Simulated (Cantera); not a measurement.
What does this Cantera script print?

```python
import numpy as np
import cantera as ct

gas = ct.Solution("SiF4_NH3_mec.yaml", "gas")
gas.TPX = 1775, 1200, {'NH3': 1, 'N2': 0.32, 'H2': 0.034}
reactor = ct.IdealGasConstPressureReactor(gas, energy="off", clone=False)
net = ct.ReactorNet([reactor])
net.rtol, net.atol = 1e-08, 1e-18
show = ['NH3', 'N', 'N2H2', 'NH', 'H2']
times = np.geomspace(0.0009, 30, 14)

steps = ct.SolutionArray(gas, extra=["t"])
rows = []
print(f"{'t/s':>10s}{'T/K':>9s}{'P/Pa':>11s}" + "".join(f"{s:>11s}" for s in show))
for t in times:
    while net.time < t:
        t_next = net.step()
        steps.append(gas.state, t=t_next)
    rows.append([np.interp(t, steps.t, y) for y in (steps.T, steps.P, *steps(*show).X.T)])
    print(f"{t:10.3e}{rows[-1][0]:9.1f}{rows[-1][1]:11.4g}" + "".join(f"{x:11.3e}" for x in rows[-1][2:]))
rate = np.gradient(steps.T, steps.t)
print("integrator steps:", len(steps.t))
if steps.T.max() > steps.T[0] + 200:
    print(f"time of steepest temperature rise: {steps.t[rate.argmax()]:.4e} s")
gas.TPX = 1775, 1200, {'NH3': 1, 'N2': 0.32, 'H2': 0.034}
gas.equilibrate("TP")
print(f"equilibrium (TP): T = {gas.T:.1f} K  " + "  ".join(f"{s} {gas[s].X[0]:.3e}" for s in show))
```

It prints:

```
       t/s      T/K       P/Pa        NH3          N       N2H2         NH         H2
 9.000e-04   1775.0       1200  7.385e-01  3.671e-13  7.265e-10  1.353e-09  2.512e-02
 2.005e-03   1775.0       1200  7.385e-01  8.747e-12  5.033e-09  9.143e-09  2.512e-02
 4.468e-03   1775.0       1200  7.385e-01  1.588e-10  3.062e-08  5.288e-08  2.514e-02
 9.954e-03   1775.0       1200  7.384e-01  1.763e-09  1.769e-07  2.575e-07  2.517e-02
 2.218e-02   1775.0       1200  7.381e-01  1.157e-08  9.744e-07  1.039e-06  2.531e-02
 4.941e-02   1775.0       1200  7.369e-01  4.162e-08  3.786e-06  2.874e-06  2.616e-02
 1.101e-01   1775.0       1200  7.325e-01  6.599e-08  5.581e-06  3.905e-06  2.984e-02
 2.453e-01   1775.0       1200  7.221e-01  8.434e-08  5.498e-06  4.130e-06  3.872e-02
 5.465e-01   1775.0       1200  6.995e-01  1.181e-07  5.192e-06  4.430e-06  5.785e-02
 1.217e+00   1775.0       1200  6.531e-01  1.701e-07  4.592e-06  4.749e-06  9.724e-02
 2.713e+00   1775.0       1200  5.656e-01  2.283e-07  3.592e-06  4.883e-06  1.715e-01
 6.044e+00   1775.0       1200  4.252e-01  2.713e-07  2.284e-06  4.618e-06  2.907e-01
 1.347e+01   1775.0       1200  2.523e-01  2.855e-07  1.062e-06  3.851e-06  4.374e-01
 3.000e+01   1775.0       1200  1.048e-01  2.666e-07  3.176e-07  2.687e-06  5.625e-01
integrator steps: 962
equilibrium (TP): T = 1775.0 K  NH3 1.131e-07  N 1.250e-10  N2H2 1.646e-15  NH 1.638e-10  H2 6.499e-01
```

Computed with Cantera and the gas-phase N/H chemistry of the illustrative SiF4/NH3 mechanism in the Surface Chemkin manual (1991). Walls and surfaces, which speed up NH3 decomposition in real reactors, are not modelled.
